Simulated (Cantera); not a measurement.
A freely propagating, adiabatic, planar premixed flame of H2 : O2 : N2 = 1 : 0.926 : 3.15 (molar parts), equivalence ratio 0.54, unburnt at 600 K and 11000 Pa; mixture-averaged transport, grid criteria slope 0.08 and curve 0.16, no radiation.

Computed with Cantera and the H2/O2 subset of GRI-Mech 3.0, which has no nitrogen chemistry. Burning velocities carry a grid error of a few per cent, more on coarse grids. Lean hydrogen flames are cellular in practice and burn faster than this planar one.

Problem. What does this change do: inlet temperature 600 to 550 K?

Solution. 
| quantity | before | after |
|---|---|---|
| laminar burning velocity | 427 cm/s | 348 cm/s |
| thermal thickness | 7.78 mm | 7.35 mm |
| peak x(H) | 0.0445 | 0.0410 |
| peak x(OH) | 0.0126 | 0.0118 |
| peak x(H2O2) | 1.13e-6 | 2.28e-6 |

Problem. What does this change do: inlet temperature 600 to 475 K?

Solution. 
```tsv
quantity	before	after
laminar burning velocity	427 cm/s	255 cm/s
thermal thickness	7.78 mm	6.88 mm
peak x(H)	0.0445	0.0359
peak x(OH)	0.0126	0.0106
peak x(H2O2)	1.13e-6	6.27e-6
```
